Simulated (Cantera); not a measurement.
Predominance diagram of V at 1275 K against the partial pressures of O₂ and N₂ (log10, bar). Standard-state values (1 bar) from the NASA 1993 polynomials, evaluated with Cantera. Candidates: V(s), VN(s), VO(s), V₂O₃(s), V₂O₄(s), V₂O₅(l). Only these pure phases compete in this equilibrium. VN, VO: taken at fixed stoichiometry. Not in the tables: V₃O₅ to V₆O₁₃, V₂N.

```
log p(N₂) \ log p(O₂)
        columns: -15, -14.2, -13.3, -12.5, -11.7, -10.8, -10, -9.2, -8.3, -7.5, -6.7, -5.8, -5, -4.2, -3.3, -2.5, -1.7, -0.8, 0
      0  A A A A A A A A B B B B B B B B C C C
   -1.7  A A A A A A A A B B B B B B B B C C C
   -3.3  A A A A A A A A B B B B B B B B C C C
     -5  A A A A A A A A B B B B B B B B C C C
   -6.7  A A A A A A A A B B B B B B B B C C C
   -8.3  A A A A A A A A B B B B B B B B C C C
    -10  A A A A A A A A B B B B B B B B C C C
  -11.7  A A A A A A A A B B B B B B B B C C C
  -13.3  A A A A A A A A B B B B B B B B C C C
    -15  A A A A A A A A B B B B B B B B C C C
  -16.7  A A A A A A A A B B B B B B B B C C C
  -18.3  A A A A A A A A B B B B B B B B C C C
    -20  A A A A A A A A B B B B B B B B C C C
```

A: V₂O₃(s); B: V₂O₄(s); C: V₂O₅(l).
